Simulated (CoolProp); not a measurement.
n-octane at 293.15 K and 0.976 MPa is throttled through a valve to 0.423 MPa with no heat exchange. Each further row changes one setting.

Computed with CoolProp (reference Helmholtz-energy equation of state, Beckmüller 2019).

| case | temperature change (K) | final density (kg/m³) |
|---|---|---|
| as stated | +0.2 | 703 |
| outlet pressure 0.127 MPa | +0.4 | 702 |
| outlet pressure 0.55 MPa | +0.2 | 703 |
